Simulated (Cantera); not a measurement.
An adiabatic, constant-volume homogeneous reactor starts with CH₄ : O₂ : N₂ = 1 : 0.909 : 3.42 (molar parts), at 1800 K and 760 Torr.

Cantera simulation using GRI-Mech 3.0 (53 species, 325 reactions); the numbers are that mechanism's predictions, not measurements.

One state of this run: T (K) = 2942; P (bar) = 2.01; x CH₄ = 0.000191; x O₂ = 3.89e-5; x CO₂ = 0.0119; x CH₃ = 0.000286; x CH₂ = 4.40e-5; x H = 0.0162; x C₂H₄ = 7.38e-7. x: mole fraction; the columns are a selection and need not sum to one.

Problem. Which value of t (s) does it belong to?
(A) 3.00e-6
(B) 3.82e-5
(C) 0.0220
(D) 0.000136

Solution. D, 0.000136
